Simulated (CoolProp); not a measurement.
Water at several states: Z from the reference equation and from simpler models built on Tc = 647.1 K, pc = 22060 kPa, ω = 0.344; each cubic takes its own stable root.

Values from CoolProp's reference Helmholtz-energy equation of state, Wagner 2002.

| T (K) | p (kPa) | phase | reference | Redlich-Kwong | Soave-Redlich-Kwong |
|---|---|---|---|---|---|
| 295.9 | 2420 | liquid | 0.01774 | 0.02402 | 0.02340 |
| 606.6 | 5130 | gas | 0.8878 | 0.8974 | 0.8930 |
| 732.5 | 100000 | supercritical | 0.4943 | 0.6721 | 0.7068 |
| 612.7 | 17600 | liquid | 0.09905 | 0.1604 | 0.1498 |
